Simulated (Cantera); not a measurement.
Input: 1 mol CH3SiH3, a varied amount of H2, held at 2398.15 K and 13300 Pa.

Method: chemical equilibrium by Gibbs-energy minimisation in Cantera with the NASA 1993 tables (ideal gas, pure condensed phases). Candidate condensed phases: C, C6H6, C7H8, C8H18, Si, SiC; 87 gas species. The feed counts by its element totals alone. Gases not in the tables: Si2H6 and higher silanes. The numbers say what is thermodynamically allowed, not how fast it happens.

Problem. At 920 mol H2, list the 5 most abundant gas species with their mole fractions, and the condensed phases.

Solution. H2 0.956, H 0.0422, Si 0.000892, C2H2 (acetylene) 0.000505, SiH 9.89e-5. Condensed: gas only.
